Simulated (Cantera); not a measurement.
A Cantera script and what it prints.

```python
import numpy as np
import cantera as ct

gas_names = """
    N N2 Si SiN Si2 Si2N Si3
""".split()
cond_names = """
    Si(cr) Si(L) Si3N4(a)
""".split()


def load(file, names, dense=False):
    # The tables refer to 1 bar. Condensed volumes are neglected.
    table = {s.name: s for s in ct.Species.list_from_file(file)}
    out = []
    for n in names:
        d = dict(table[n].input_data)
        d["thermo"] = dict(d["thermo"], **{"reference-pressure": 1e5})
        if dense:
            d["equation-of-state"] = {"model": "constant-volume", "density": "1e6 g/cm^3"}
        out.append(ct.Species.from_dict(d))
    return out


gas = ct.Solution(thermo="ideal-gas", species=load("nasa_gas.yaml", gas_names))
cond = {s.name: ct.Solution(thermo="fixed-stoichiometry", species=[s], name=s.name)
        for s in load("nasa_condensed.yaml", cond_names, dense=True)}
atoms = {
    'Si3N4': {'Si': 3, 'N': 4},
    'N2': {'N': 2},
}
top_T = {'Si3N4(a)': 2400}  # K; cautious upper limits of use, not melting points


def equilibrate(T, P, feed):
    n = {}
    for name, mol in feed.items():
        for a, k in atoms[name].items():
            n[a] = n.get(a, 0.0) + k * mol
    gas.TPX = T, P, n
    mass = sum(n.values()) * gas.mean_molecular_weight
    gas.equilibrate("TP")
    valid = [c for c in cond.values() if c.min_temp <= T <= top_T.get(c.name, c.max_temp)]
    mix = ct.Mixture([(gas, mass / gas.mean_molecular_weight)] + [(c, 0.0) for c in valid])
    mix.T, mix.P = T, P
    mix.equilibrate("TP", solver="vcs", rtol=1e-11, max_steps=5000)
    return mix


results = []
feed = {'Si3N4': 1, 'N2': 0.018}  # mol
P = 133.322  # Pa
for T in [1600, 1700, 1800, 1900, 2000, 2100, 2200, 2300, 2400, 2500, 2600, 2700]:
    mix = equilibrate(T, P, feed)
    results.append((T, P, feed, dict(zip(mix.species_names, mix.species_moles))))

top = {s: max(r[3][s] / sum(r[3][g] for g in gas_names) for r in results) for s in gas_names}
cols = sorted((s for s in top if top[s] > 0.0001), key=lambda s: -top[s])[:9]
seen = [c for c in cond_names if any(r[3].get(c, 0) > 1e-12 for r in results)]
print("log10 of partial pressures in bar; condensed amounts in mol")
print(f"{'T/K':>10s}" + "".join(f"{s[:9]:>10s}" for s in cols + seen))
for T, P, feed, n in results:
    ng = sum(n[g] for g in gas_names)
    print(f"{T:10.4g}" + "".join(f"{np.log10(max(n[s] / ng * P / 1e5, 1e-99)):10.3f}" for s in cols)
          + "".join(f"{n.get(c, 0):10.4g}" for c in seen))
```

Result:

```
log10 of partial pressures in bar; condensed amounts in mol
       T/K        N2        Si       Si2       SiN      Si2N       Si3     Si(L)  Si3N4(a)
      1600    -2.875    -7.444   -10.480    -8.946    -9.154   -11.572         0         1
      1700    -2.875    -6.168    -8.527    -7.824    -7.567    -9.125     2.999         0
      1800    -2.876    -5.498    -7.717    -7.290    -7.084    -8.340     2.995         0
      1900    -2.879    -4.899    -6.994    -6.814    -6.654    -7.641     2.979         0
      2000    -2.890    -4.361    -6.345    -6.391    -6.272    -7.014     2.928         0
      2100    -2.922    -3.875    -5.760    -6.019    -5.940    -6.449     2.762         0
      2200    -3.021    -3.433    -5.229    -5.716    -5.673    -5.938     2.176         0
      2300    -3.266    -3.112    -4.908    -5.599    -5.671    -5.718         0         0
      2400    -3.269    -3.105    -5.189    -5.668    -6.133    -6.378         0         0
      2500    -3.270    -3.102    -5.454    -5.734    -6.565    -6.995         0         0
      2600    -3.270    -3.101    -5.702    -5.796    -6.966    -7.570         0         0
      2700    -3.271    -3.100    -5.933    -5.853    -7.338    -8.104         0         0
```

Cantera equilibrium calculation (NASA polynomials, part measured and part estimated; ideal gas, pure solids and liquids). The tables' values for SiN are old estimates; treat these amounts as uncertain.
